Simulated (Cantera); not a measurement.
A perfectly stirred reactor is fed with H2 : O2 = 0.035 : 1 (molar parts), equivalence ratio 0.018, at 20.0 Torr; it is held at 1100 K, and followed from long to short residence time.

Computed with Cantera and GRI-Mech 3.0 (53 species, 325 reactions). Radical loss at walls, strong at low pressure, is not modelled. The temperature is held fixed by assumption; the heat of reaction is taken as removed at once.

One state of this run: x H2 = 0.00250; x O2 = 0.953; x OH = 0.00200; x H2O2 = 2.79e-7; x H = 0.00266; x HO2 = 7.60e-6; x O = 0.0104. x: mole fraction; the columns are a selection and need not sum to one.

**Question.** Which value of τ (s) does it belong to?
A) 0.0073
B) 1.4
C) 0.0013
D) 0.042

**Answer.** A, 0.0073
